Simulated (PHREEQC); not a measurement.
Dissolve 0.011 mol/kgw HF, 0.14 mol/kgw KF, 0.22 mol/kgw H3PO4 and 0.0057 mol/kgw HCl at 20 °C. Closed to the air; pH follows from the charge balance.

Computed with PHREEQC (ion-association model, phreeqc.dat).

```yaml
pH: 2.10
ionic_strength: 0.150 mol/kgw
activity_of_water: 0.991
density: 1.016 g/cm³
total_alkalinity: -237 meq/kg
```

```tsv
species	molality	activity	log γ
K+	0.140	0.103	-0.133
HF	0.121	0.126	0.015
H2PO4-	0.121	0.0929	-0.116
H3PO4	0.0987	0.102	0.015
F-	0.0158	0.0115	-0.136
H+	0.00979	0.00794	-0.091
HF2-	0.00699	0.00532	-0.118
Cl-	0.00570	0.00421	-0.131
HPO4-2	2.13e-6	7.06e-7	-0.479
KHPO4-	1.85e-7	1.42e-7	-0.116
```

No solid was allowed to form.
